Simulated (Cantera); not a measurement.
A perfectly stirred reactor is fed with 33.3 % NH₃, 66.7 % H₂, at 9.00 Torr; it is held at 1900 K, and followed from long to short residence time.

Cantera simulation using the gas-phase N/H chemistry of the illustrative SiF4/NH3 mechanism in the Surface Chemkin manual (1991); the numbers are that mechanism's predictions, not measurements. Walls and surfaces, which speed up NH3 decomposition in real reactors, are not modelled.

One state of this run: x NH₃ = 0.247; x H₂ = 0.720; x N₂ = 0.0321; x NH₂ = 0.000401; x NH = 8.83e-6; x N = 7.05e-7; x H = 0.000418. x: mole fraction; the columns are a selection and need not sum to one.

### Question
Which value of τ (s) does it belong to?
A. 0.048
B. 0.00048
C. 1.5
D. 0.0015

### Answer
C, 1.5
